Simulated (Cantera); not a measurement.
**Catalytic combustion on Pt**

An isothermal plug-flow reactor at 525 K and 100000 Pa (inlet), inlet velocity 4 m/s, active area per volume 2700 1/m; feed H2 : O2 : N2 = 0.0021 : 0.012 : 0.79 (molar parts), equivalence ratio 0.087.

Model: Deutschmann's 1995 Pt surface mechanism with GRI-Mech 3.0 gas chemistry, integrated in Cantera. Catalytic surfaces can have several steady states; this one follows from the mechanism file's or the stated starting coverage. Mass transfer to the wall is taken as infinitely fast.

| z (m) | x H2 | x O2 | x H2O | θ free Pt | θ O* | θ OH* |
|---|---|---|---|---|---|---|
| 0.00026 | 0.00112 | 0.0142 | 0.00149 | 0.120 | 0.867 | 0.0132 |
| 0.00055 | 0.000679 | 0.0140 | 0.00193 | 0.0735 | 0.915 | 0.0114 |
| 0.0012 | 0.000358 | 0.0138 | 0.00226 | 0.0392 | 0.952 | 0.00886 |
| 0.0026 | 0.000176 | 0.0137 | 0.00244 | 0.0194 | 0.974 | 0.00646 |
| 0.0055 | 8.58e-5 | 0.0137 | 0.00253 | 0.00949 | 0.986 | 0.00460 |
| 0.012 | 3.98e-5 | 0.0137 | 0.00258 | 0.00442 | 0.992 | 0.00317 |
| 0.026 | 1.84e-5 | 0.0136 | 0.00260 | 0.00207 | 0.996 | 0.00217 |
x: gas mole fraction; θ: surface coverage.
